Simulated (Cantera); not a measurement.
Charge: 1 mol B, 0.6 mol NH₃, 1.7 mol H₂, 1.6 mol H₂O, equilibrated at 75.0 mbar.

Method: chemical equilibrium by Gibbs-energy minimisation in Cantera with the NASA 1993 tables (ideal gas, pure condensed phases). Candidate condensed phases: B, BN, B₂O₃, B₃O₃H₃, H₂O; 39 gas species. Gases not in the tables: H₃BO₃. The numbers say what is thermodynamically allowed, not how fast it happens.

### Question
Which condensed phases are stable at each of these points (T (K)): 1073, 1173, 1273, 1373, 1473, 1573, 1673, 1773, 1873, 1973, 2073, 2173?

### Answer
```json
[
 {"T (K)": "1073", "condensed phases": "B₂O₃(l)", "B condensed (%)": "99.9"},
 {"T (K)": "1173", "condensed phases": "B₂O₃(l)", "B condensed (%)": "99.8"},
 {"T (K)": "1273", "condensed phases": "B₂O₃(l)", "B condensed (%)": "99.5"},
 {"T (K)": "1373", "condensed phases": "B₂O₃(l)", "B condensed (%)": "98.3"},
 {"T (K)": "1473", "condensed phases": "B₂O₃(l)", "B condensed (%)": "95.6"},
 {"T (K)": "1573", "condensed phases": "B₂O₃(l)", "B condensed (%)": "89.9"},
 {"T (K)": "1673", "condensed phases": "B₂O₃(l)", "B condensed (%)": "76.8"},
 {"T (K)": "1773", "condensed phases": "B₂O₃(l)", "B condensed (%)": "36.0"},
 {"T (K)": "1873", "condensed phases": "gas only", "B condensed (%)": "0.0"},
 {"T (K)": "1973", "condensed phases": "gas only", "B condensed (%)": "0.0"},
 {"T (K)": "2073", "condensed phases": "gas only", "B condensed (%)": "0.0"},
 {"T (K)": "2173", "condensed phases": "gas only", "B condensed (%)": "0.0"}
]
```

From 1073 K to 1773 K the condensed part is B₂O₃(l). From 1873 K to 2173 K nothing is condensed.
